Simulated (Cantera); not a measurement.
# Ignition delay

Mixture: C₂H₄ : O₂ : N₂ : CO₂ = 1 : 4.84 : 18.2 : 1 (molar parts), at 3750 Torr, adiabatic and at constant volume. Ignition delay is the time to a rise of 400 K.

Cantera simulation using GRI-Mech 3.0 (53 species, 325 reactions); the numbers are that mechanism's predictions, not measurements. GRI-Mech 3.0 was tuned for natural gas; its chemistry of ethylene as a main component is partial and can be far from experiment.

```tsv
T0 (K)	delay (ms)
1200	0.754
1250	0.225
1300	0.0746
1350	0.0333
1400	0.0196
1450	0.0132
1500	0.00973
1550	0.00752
```

```
Property                                                 Value
--------------------------------------------------  ----------
apparent activation energy between 1450 and 1550 K  110 kJ/mol
```
